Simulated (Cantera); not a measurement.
# Thermodynamics of halide evaporation, hydrolysis and transport, feed CsCl + HCl + H₂

Feed: 1 mol CsCl, 0.03 mol HCl, 56 mol H₂, at 550 °C and 140 Pa.

Cantera equilibrium calculation (NASA polynomials, part measured and part estimated; ideal gas, pure solids and liquids). Candidate condensed phases: Cs, CsCl; 9 gas species. The numbers say what is thermodynamically allowed, not how fast it happens.

The x(H₂) comes out as 0.992 and the x(CsCl) is 0.00498. The x(Cs₂Cl₂) is 0.00227, the x(HCl) comes out as 0.000532 and the n(CsCl(s)) is 0.463 mol. The gas amount is 56.44 mol and the log10 activity of Cs(l) (absent) is -12.01.
